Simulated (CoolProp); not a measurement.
Model: reference Helmholtz-energy equation of state, Lemmon 2006, in CoolProp. It is a short technical equation, of lower accuracy than the large ones.

Give the vapour pressure (MPa), liquid density (kg/m³), enthalpy of vaporisation (kJ/kg) of saturated isopentane at -55.85, -48.55, -43.65 °C.


```tsv
T (°C)	p (MPa)	liquid density (kg/m³)	enthalpy of vaporisation (kJ/kg)
-55.85	0.00146	692	401
-48.55	0.00246	685	396
-43.65	0.00341	681	393
```
